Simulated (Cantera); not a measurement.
**Premixed flame**

A freely propagating, adiabatic, planar premixed flame of CH₄ : O₂ : N₂ = 1 : 2.22 : 8.36 (molar parts), equivalence ratio 0.90, unburnt at 300 K and 0.400 bar; mixture-averaged transport, grid criteria slope 0.08 and curve 0.16, no radiation.

Model: GRI-Mech 3.0 (53 species, 325 reactions), integrated in Cantera. Burning velocities carry a grid error of a few per cent, more on coarse grids.

```
z (mm)  T (K)  u (m/s)     x CH₄    x O₂     x H₂O     x CH₃   x C₂H₂      x CO
------  -----  -------  --------  ------  --------  --------  -------  --------
-2.87     300    0.457    0.0863   0.192   2.78e-6     <1e-8    <1e-8   2.92e-7
-1.91     301    0.458    0.0862   0.191   6.05e-5   1.17e-8    <1e-8   7.31e-6
-1.44     304    0.463    0.0859   0.191  0.000411   7.16e-8  1.10e-8   5.54e-5
-0.957    343    0.526    0.0834   0.188   0.00484   9.08e-7  2.60e-7  0.000801
-0.478    750     1.17    0.0611   0.158    0.0462  0.000138  6.58e-6    0.0115
-0.239   1178     1.85    0.0345   0.119    0.0883   0.00113  2.02e-5    0.0268
0        1571     2.48   0.00846  0.0725     0.129   0.00139  3.89e-5    0.0419
0.239    1724     2.72  0.000618  0.0462     0.147  0.000152  6.38e-6    0.0394
0.478    1766     2.77   2.22e-5  0.0375     0.150   5.86e-6  1.48e-7    0.0307
0.957    1812     2.83   2.94e-8  0.0327     0.150     <1e-8    <1e-8    0.0216
1.91     1872     2.91     <1e-8  0.0300     0.153     <1e-8    <1e-8    0.0169
3.83     1943     3.01     <1e-8  0.0276     0.157     <1e-8    <1e-8    0.0142
7.66     2011     3.10     <1e-8  0.0251     0.162     <1e-8    <1e-8    0.0110
```
x: mole fraction of selected species; z is measured from the peak of heat release.

* **laminar burning velocity**: 45.7 cm/s
* **thermal thickness**: 0.957 mm
* **peak x(CH₃)**: 0.00175
* **peak x(C₂H₂)**: 3.94e-5
* **peak x(CO)**: 0.0431
* **grid points**: 145
